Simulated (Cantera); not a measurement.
An isothermal, constant-pressure homogeneous reactor starts with C2H6 : N2 = 1 : 2.4 (molar parts), at 1375 K and 10.00 Torr. Integrator tolerance rtol = 1e-08.

Detailed kinetics in Cantera: GRI-Mech 3.0 (53 species, 325 reactions). GRI-Mech 3.0 stops at C3 and has no aromatics, soot or wall deposition, so with more carbon than oxygen in the feed, carbon stays in small species such as C2H2 where larger ones or solid carbon would form. Radical loss at walls, strong at low pressure, is not modelled.

Problem. What does this change do: temperature 1375 to 2000 K?

Solution. 
| quantity | before | after |
|---|---|---|
| x(C2H6) at 2.00 s | 5.78e-6 (gas-phase equilibrium 8.51e-8) | 8.47e-12 (gas-phase equilibrium 9.08e-12) |
| x(CH3) at 2.00 s | 3.60e-5 (gas-phase equilibrium 3.90e-6) | 6.17e-6 (gas-phase equilibrium 6.97e-6) |
| x(C2H4) at 2.00 s | 0.0270 (gas-phase equilibrium 0.000715) | 5.99e-6 (gas-phase equilibrium 3.70e-6) |
| x(CH4) at 2.00 s | 0.0866 (gas-phase equilibrium 0.00396) | 1.33e-5 (gas-phase equilibrium 1.51e-5) |
| x(C2H) at 2.00 s | 2.31e-9 (gas-phase equilibrium 5.31e-9) | 8.09e-5 (gas-phase equilibrium 4.99e-5) |
| x(CH2) at 2.00 s | 5.19e-10 (gas-phase equilibrium 1.34e-10) | 1.88e-7 (gas-phase equilibrium 2.12e-7) |
| x(H2) at 2.00 s | 0.255 (gas-phase equilibrium 0.365) | 0.364 (gas-phase equilibrium 0.365) |
